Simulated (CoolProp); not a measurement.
Properties of CH3F (R41) at several states (Tc = 317.3 K, pc = 59.06 bar, ω = 0.200).

Model: reference Helmholtz-energy equation of state, Lemmon 2006, in CoolProp. It is a short technical equation, of lower accuracy than the large ones.

```csv
T (K),p (bar),phase,density (kg/m³),speed of sound (m/s),Joule-Thomson coefficient (K/MPa),fugacity coefficient
174.3,0.377,liquid,?,1194,-0.3314,0.7335
424,21.1,gas,21.51,345.0,6.538,0.9483
203.1,40.5,liquid,869.4,1064,-0.2851,0.04016
154.3,0.363,liquid,960.9,1300,-0.3511,?
219.8,58.3,liquid,836.5,984.8,?,0.06023
423.4,0.228,gas,0.2205,355.3,6.801,0.9994
```

Question: What belongs in the gaps?

Answer: 
- 174.3, density (kg/m³): 922.6
- 154.3, fugacity coefficient: 0.1518
- 219.8, Joule-Thomson coefficient (K/MPa): -0.2418
